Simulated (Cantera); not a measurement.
A closed system holds: 1 mol acetone, 0.081 mol CO2, 30 mol H2, held at 22000 Pa.

These are equilibrium values from Cantera (NASA tables, ideal gas, pure condensed phases), not measurements of a reactor. Candidate condensed phases: C, C6H6, C7H8, C8H18, H2O; 110 gas species. The feed counts by its element totals alone. Kinetics and transport are ignored.

Q: What share of the C ends up in condensed phases as a function of T (K), at 700, 850, 1000, 1150, 1300, 1450, 1600?

A: 
| T (K) | C condensed (%) | as |
|---|---|---|
| 700 | 0.0 | - |
| 850 | 0.0 | - |
| 1000 | 44.8 | C(graphite) |
| 1150 | 57.4 | C(graphite) |
| 1300 | 60.6 | C(graphite) |
| 1450 | 61.5 | C(graphite) |
| 1600 | 61.9 | C(graphite) |
